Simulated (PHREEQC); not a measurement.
0.81 g of hydrous ferric oxide (600 m²/g; 0.2 weak and 0.005 strong sites per Fe, Dzombak-Morel constants, diffuse double layer) in 1 kg of water with 0.05 mol/kgw of an inert sodium salt and 3.8e-05 mol/kgw MgCl2, at 25 °C; the pH is set by adding NaOH or the inert anion's acid. Oxygen is held at 0.21 atm. The system is closed to CO2. Precipitation was switched off in this run.

Base run: PHREEQC, ion-association model, wateq4f.dat. Each further column changes one thing. The table gives surface charge σ (C/m²).

| pH | base | background salt from 0.05 to 0.005 mol/kgw | oxide from 0.81 to 4.1 g/kgw | 0.0018 mol/kgw CuSO4 added |
|---|---|---|---|---|
| 3 | 0.357 | … | 0.358 | 0.067 |
| 4 | 0.294 | 0.187 | 0.297 | 0.065 |
| 5.5 | 0.130 | 0.061 | 0.131 | 0.077 |
| 6.5 | 0.058 | 0.023 | 0.058 | … |
| 7.5 | 0.017 | 0.006 | 0.017 | … |
| 8.5 | -0.009 | -0.003 | -0.010 | 0.063 |
| 10 | -0.071 | -0.030 | -0.074 | 0.003 |
| 11 | -0.154 | -0.079 | -0.159 | … |

Problem. What belongs in the gaps?

Solution. 
- 3, background salt from 0.05 to 0.005 mol/kgw: 0.308
- 6.5, 0.0018 mol/kgw CuSO4 added: 0.101
- 7.5, 0.0018 mol/kgw CuSO4 added: 0.100
- 11, 0.0018 mol/kgw CuSO4 added: -0.031

The oxide is taken as insoluble; below pH 4 it would dissolve. In at least one series the solution becomes supersaturated in solids that the run did not let form, among them Cu(OH)2, Brochantite, Antlerite, Atacamite. The database's constant for dissolved Cu(OH)2 is higher than later reviews accept.
